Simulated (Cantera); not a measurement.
An adiabatic, constant-pressure homogeneous reactor starts with CO : H2 : CH4 : O2 : N2 = 1 : 1.4 : 0.43 : 1.29 : 12.9 (molar parts), at 1525 K and 4.90 bar.

Computed with Cantera and GRI-Mech 3.0 (53 species, 325 reactions).

Problem. Predict: time of steepest temperature rise; temperature at 0.700 s; equilibrium temperature; x(CO) at 0.700 s; x(H2) at 0.700 s; x(CH2O) at 0.700 s; x(O) at 0.700 s.

Solution. 
```json
{
  "time_of_steepest_temperature_rise": "24.5 µs",
  "temperature at 0.700 s": "2401 K",
  "equilibrium_temperature": "2401 K",
  "x(CO) at 0.700 s": "0.0579 (gas-phase equilibrium 0.0579)",
  "x(H2) at 0.700 s": "0.0348 (gas-phase equilibrium 0.0348)",
  "x(CH2O) at 0.700 s": "3.95e-9 (gas-phase equilibrium 3.95e-9)",
  "x(O) at 0.700 s": "1.87e-5 (gas-phase equilibrium 1.87e-5)"
}
```
